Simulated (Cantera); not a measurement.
An adiabatic, constant-pressure homogeneous reactor starts with 5.46 % CH4, 0.300 % C2H6, 15.6 % O2, 58.5 % N2, 20.2 % H2O, equivalence ratio 0.77, at 1623 K and 220000 Pa.

Detailed kinetics in Cantera: GRI-Mech 3.0 (53 species, 325 reactions).

x: mole fraction; the columns are a selection and need not sum to one.

```json
[
 {"t (s)": "6.00e-6", "T (K)": "1622", "x CH4": "0.0546", "x C2H6": "[?]", "x O2": "0.156", "x CO2": "1.98e-7", "x C2H": "<1e-12"},
 {"t (s)": "1.63e-5", "T (K)": "1621", "x CH4": "0.0542", "x C2H6": "[?]", "x O2": "0.155", "x CO2": "4.02e-6", "x C2H": "1.27e-12"},
 {"t (s)": "4.45e-5", "T (K)": "1630", "x CH4": "0.0513", "x C2H6": "[?]", "x O2": "0.153", "x CO2": "4.73e-5", "x C2H": "1.13e-10"},
 {"t (s)": "0.000121", "T (K)": "2345", "x CH4": "<1e-12", "x C2H6": "<1e-12", "x O2": "0.0454", "x CO2": "0.0411", "x C2H": "<1e-12"},
 {"t (s)": "0.000330", "T (K)": "2555", "x CH4": "<1e-12", "x C2H6": "<1e-12", "x O2": "0.0387", "x CO2": "0.0510", "x C2H": "<1e-12"},
 {"t (s)": "0.000899", "T (K)": "2554", "x CH4": "<1e-12", "x C2H6": "<1e-12", "x O2": "0.0384", "x CO2": "0.0510", "x C2H": "<1e-12"},
 {"t (s)": "0.00245", "T (K)": "2552", "x CH4": "<1e-12", "x C2H6": "<1e-12", "x O2": "0.0375", "x CO2": "0.0510", "x C2H": "<1e-12"},
 {"t (s)": "0.00667", "T (K)": "2547", "x CH4": "<1e-12", "x C2H6": "<1e-12", "x O2": "0.0360", "x CO2": "0.0511", "x C2H": "<1e-12"},
 {"t (s)": "0.0182", "T (K)": "2544", "x CH4": "<1e-12", "x C2H6": "<1e-12", "x O2": "0.0350", "x CO2": "0.0511", "x C2H": "<1e-12"},
 {"t (s)": "0.0495", "T (K)": "2544", "x CH4": "<1e-12", "x C2H6": "<1e-12", "x O2": "0.0349", "x CO2": "0.0511", "x C2H": "<1e-12"},
 {"t (s)": "0.135", "T (K)": "2544", "x CH4": "<1e-12", "x C2H6": "<1e-12", "x O2": "0.0349", "x CO2": "0.0511", "x C2H": "<1e-12"},
 {"t (s)": "0.367", "T (K)": "2544", "x CH4": "<1e-12", "x C2H6": "<1e-12", "x O2": "0.0349", "x CO2": "0.0511", "x C2H": "<1e-12"},
 {"t (s)": "1.00", "T (K)": "2544", "x CH4": "<1e-12", "x C2H6": "<1e-12", "x O2": "0.0349", "x CO2": "0.0511", "x C2H": "<1e-12"}
]
```

Task: What belongs in the gaps?

Result: 
- 6.00e-6, x C2H6: 0.00286
- 1.63e-5, x C2H6: 0.00263
- 4.45e-5, x C2H6: 0.00231
